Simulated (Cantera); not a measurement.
A closed system holds: 1 mol MgO, 3.7 mol CO, 6.7 mol H₂, equilibrated at 1950 K and 13.3 mbar.

Cantera equilibrium calculation (NASA polynomials, part measured and part estimated; ideal gas, pure solids and liquids). Candidate condensed phases: C, C₆H₆, C₇H₈, C₈H₁₈, H₂O, Mg, MgCO₃, MgO, Mg(OH)₂; 116 gas species. The tables' values for MgH are old estimates; treat these amounts as uncertain. Equilibrium is a limit: real reactors are often held back by kinetics, nucleation or transport.

Base state: H₂ 0.608, CO 0.345, Mg 0.0194, H₂O 0.0172, H 0.00774, CO₂ 0.00222, MgOH 3.48e-5, MgH 2.63e-5 (mole fractions); condensed: MgO(s).

Task: What changes in the equilibrium state with this change: H₂ from 6.7 to 0.69 mol?

Result: 
```
species       before    after
-----------  -------  -------
CO             0.345    0.822
H₂             0.608    0.147
Mg            0.0194   0.0135
H₂O           0.0172  0.00595
CO₂          0.00222  0.00757
MgH          2.63e-5  9.00e-6
H            0.00774  0.00380
MgOH         3.48e-5  1.71e-5
MgO(s), mol    0.793    0.940
```
